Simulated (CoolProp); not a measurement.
The fluid at 431.36 K and 0.101 MPa is throttled through a valve to 0.00867 MPa with no heat exchange. The same conditions are run with several fluids, on thermodynamics alone (safety and materials aside).

Computed with CoolProp (reference Helmholtz-energy equation of state of each fluid (toluene: Lemmon 2006; methanol: de Reuck 1993; R21: Platzer 1990; propane: Lemmon 2009; oxygen: Schmidt 1985)). The equations of Platzer and Polt are older, rougher fits.

```
fluid     temperature change (K)  final density (kg/m³)
--------  ----------------------  ---------------------
toluene                      [?]                  0.224
methanol                    -2.6                    [?]
R21                         -1.2                    [?]
propane                     -0.5                  0.107
oxygen                       [?]                 0.0774
```

Fill in the missing entries.


- toluene, temperature change (K): -2.0
- methanol, final density (kg/m³): 0.0780
- R21, final density (kg/m³): 0.250
- oxygen, temperature change (K): -0.1

Above 300 K oxygen's equation is extrapolated.
